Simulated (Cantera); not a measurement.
Feed: 1 mol FeS₂, 0.25 mol H₂S, 2.8 mol N₂, equilibrated at 75000 Pa.

These are equilibrium values from Cantera (NASA tables, ideal gas, pure condensed phases), not measurements of a reactor. Candidate condensed phases: Fe, FeS, FeS₂, S; 16 gas species. FeS: taken at fixed stoichiometry. Rates play no part.

Which condensed phases are stable at each of these points (T (K)): 1400, 1450, 1500, 1550, 1600, 1650, 1700, 1750, 1800, 1850, 1900?


| T (K) | condensed phases | Fe condensed (%) |
|---|---|---|
| 1400 | FeS(s) | 100.0 |
| 1450 | FeS(s) | 100.0 |
| 1500 | FeS(l) | 100.0 |
| 1550 | FeS(l) | 100.0 |
| 1600 | FeS(l) | 100.0 |
| 1650 | FeS(l) | 100.0 |
| 1700 | FeS(l) | 100.0 |
| 1750 | FeS(l) | 100.0 |
| 1800 | FeS(l) | 100.0 |
| 1850 | FeS(l) | 100.0 |
| 1900 | FeS(l) | 100.0 |

From 1400 K to 1450 K the condensed part is FeS(s). From 1500 K to 1900 K the condensed part is FeS(l).
